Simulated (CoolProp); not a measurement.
Properties of CH3F (R41) along the isotherm 73.85 °C.

The numbers come from the reference Helmholtz-energy equation of state, Lemmon 2006 in CoolProp. It is a short technical equation, of lower accuracy than the large ones.

```json
[
 {"p (MPa)": "0.187", "phase": "gas", "density (kg/m³)": "2.227", "cp (kJ/(kg K))": "1.205", "cv (kJ/(kg K))": "0.9503", "speed of sound (m/s)": "324.9", "Joule-Thomson coefficient (K/MPa)": "11.68"},
 {"p (MPa)": "0.291", "phase": "gas", "density (kg/m³)": "3.483", "cp (kJ/(kg K))": "1.215", "cv (kJ/(kg K))": "0.9538", "speed of sound (m/s)": "323.8", "Joule-Thomson coefficient (K/MPa)": "11.66"},
 {"p (MPa)": "0.453", "phase": "gas", "density (kg/m³)": "5.468", "cp (kJ/(kg K))": "1.231", "cv (kJ/(kg K))": "0.9593", "speed of sound (m/s)": "322.3", "Joule-Thomson coefficient (K/MPa)": "11.63"},
 {"p (MPa)": "0.705", "phase": "gas", "density (kg/m³)": "8.622", "cp (kJ/(kg K))": "1.256", "cv (kJ/(kg K))": "0.9679", "speed of sound (m/s)": "319.8", "Joule-Thomson coefficient (K/MPa)": "11.58"},
 {"p (MPa)": "1.1", "phase": "gas", "density (kg/m³)": "13.74", "cp (kJ/(kg K))": "1.298", "cv (kJ/(kg K))": "0.9819", "speed of sound (m/s)": "315.9", "Joule-Thomson coefficient (K/MPa)": "11.50"},
 {"p (MPa)": "1.71", "phase": "gas", "density (kg/m³)": "22.11", "cp (kJ/(kg K))": "1.371", "cv (kJ/(kg K))": "1.004", "speed of sound (m/s)": "309.8", "Joule-Thomson coefficient (K/MPa)": "11.36"},
 {"p (MPa)": "2.66", "phase": "gas", "density (kg/m³)": "36.45", "cp (kJ/(kg K))": "1.508", "cv (kJ/(kg K))": "1.042", "speed of sound (m/s)": "300.3", "Joule-Thomson coefficient (K/MPa)": "11.11"},
 {"p (MPa)": "4.14", "phase": "gas", "density (kg/m³)": "62.98", "cp (kJ/(kg K))": "1.808", "cv (kJ/(kg K))": "1.107", "speed of sound (m/s)": "285.0", "Joule-Thomson coefficient (K/MPa)": "10.63"},
 {"p (MPa)": "6.45", "phase": "supercritical", "density (kg/m³)": "121.9", "cp (kJ/(kg K))": "2.746", "cv (kJ/(kg K))": "1.232", "speed of sound (m/s)": "260.6", "Joule-Thomson coefficient (K/MPa)": "9.425"},
 {"p (MPa)": "10", "phase": "supercritical", "density (kg/m³)": "315.6", "cp (kJ/(kg K))": "5.846", "cv (kJ/(kg K))": "1.369", "speed of sound (m/s)": "255.3", "Joule-Thomson coefficient (K/MPa)": "4.927"},
 {"p (MPa)": "15.6", "phase": "supercritical", "density (kg/m³)": "492.4", "cp (kJ/(kg K))": "3.156", "cv (kJ/(kg K))": "1.257", "speed of sound (m/s)": "408.7", "Joule-Thomson coefficient (K/MPa)": "1.382"},
 {"p (MPa)": "24.4", "phase": "supercritical", "density (kg/m³)": "576.3", "cp (kJ/(kg K))": "2.475", "cv (kJ/(kg K))": "1.225", "speed of sound (m/s)": "557.2", "Joule-Thomson coefficient (K/MPa)": "0.4767"},
 {"p (MPa)": "37.9", "phase": "supercritical", "density (kg/m³)": "641.0", "cp (kJ/(kg K))": "2.192", "cv (kJ/(kg K))": "1.218", "speed of sound (m/s)": "701.3", "Joule-Thomson coefficient (K/MPa)": "0.08006"},
 {"p (MPa)": "59.1", "phase": "supercritical", "density (kg/m³)": "701.1", "cp (kJ/(kg K))": "2.030", "cv (kJ/(kg K))": "1.222", "speed of sound (m/s)": "857.7", "Joule-Thomson coefficient (K/MPa)": "-0.1437"}
]
```

The peak of cp marks the crossing from liquid-like to gas-like fluid above the critical point.
